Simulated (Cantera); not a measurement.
Cantera run:

```python
import numpy as np
import cantera as ct

gas_names = """
    O2 H2O
""".split()
cond_names = """
    Sr(L) SrO(s) SrO2H2(L)
""".split()


# ... load() reads the species with a 1 bar reference pressure and builds the phases ...
species = {s.name: s for s in load("nasa_gas.yaml", gas_names) + load("nasa_condensed.yaml", cond_names)}
T = 1100
g = {n: (s.thermo.h(T) - T * s.thermo.s(T)) / (ct.gas_constant * T * np.log(10)) for n, s in species.items()}
valid = cond_names  # the entries whose range holds T


def stable(la, lb):
    # potentials (over RT ln 10) of the two non-metals from log10 p(O2) and log10 p(H2O) in bar
    mu = {}
    mu["O"] = (g["O2"] + la) / 2
    mu["H"] = (g["H2O"] + lb - 1 * mu["O"]) / 2
    cost = {}
    for n in valid:
        c = species[n].composition
        cost[n] = (g[n] - sum(c.get(e, 0) * m for e, m in mu.items())) / c["Sr"]
    return min(cost, key=cost.get)


results = []
for lb in [1, -0.4, -1.9, -3.3, -4.8, -6.2, -7.7, -9.1, -10.6, -12]:
    row = [stable(la, lb) for la in [-31, -29.7, -28.3, -27, -25.6, -24.3, -22.9, -21.6, -20.2, -18.9, -17.5, -16.2, -14.8, -13.5, -12.1, -10.8, -9.4, -8.1, -6.7, -5.4, -4, -2.7, -1.3, 0]]
    results.append(row)
    print(f"{lb:6.1f}  " + " ".join(f"{valid.index(n):x}" for n in row))
print("key: " + ", ".join(f"{i:x} {n}" for i, n in enumerate(valid)))
```

Output:

```
   1.0  2 2 2 2 2 2 2 2 2 2 2 2 2 2 2 2 2 2 2 2 2 2 2 2
  -0.4  1 1 1 1 1 1 1 1 1 1 1 1 1 1 1 1 1 1 1 1 1 1 1 1
  -1.9  1 1 1 1 1 1 1 1 1 1 1 1 1 1 1 1 1 1 1 1 1 1 1 1
  -3.3  1 1 1 1 1 1 1 1 1 1 1 1 1 1 1 1 1 1 1 1 1 1 1 1
  -4.8  1 1 1 1 1 1 1 1 1 1 1 1 1 1 1 1 1 1 1 1 1 1 1 1
  -6.2  1 1 1 1 1 1 1 1 1 1 1 1 1 1 1 1 1 1 1 1 1 1 1 1
  -7.7  1 1 1 1 1 1 1 1 1 1 1 1 1 1 1 1 1 1 1 1 1 1 1 1
  -9.1  1 1 1 1 1 1 1 1 1 1 1 1 1 1 1 1 1 1 1 1 1 1 1 1
 -10.6  1 1 1 1 1 1 1 1 1 1 1 1 1 1 1 1 1 1 1 1 1 1 1 1
 -12.0  1 1 1 1 1 1 1 1 1 1 1 1 1 1 1 1 1 1 1 1 1 1 1 1
key: 0 Sr(L), 1 SrO(s), 2 SrO2H2(L)
```

Source: NASA polynomial tables (part measured, part estimated), evaluated in Cantera. Not in the tables: the peroxide. Part of the grid cannot be reached: there another gas would pass 10 bar, or a non-metal would condense.
